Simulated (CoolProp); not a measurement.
Vapour-liquid equilibrium of carbonyl sulfide (1) + propane (2) at 0.202 bar; x and y are mole fractions of (1).

Values from CoolProp's multi-fluid Helmholtz-energy mixture model, Lemmon 2006 and Lemmon 2009; pair parameters Bell 2016.

Question: Give the bubble temperature and the first vapour's composition at x = 0.05, 0.45, 0.65. Is there an azeotrope?

Answer: x = 0.05: -73.8 °C, y = 0.086; x = 0.45: -76.9 °C, y = 0.544; x = 0.65: -78.0 °C, y = 0.723. No azeotrope shows between x = 0.05 and 0.95.

The pair parameters rest on a limited set of measurements; away from them the model extrapolates.
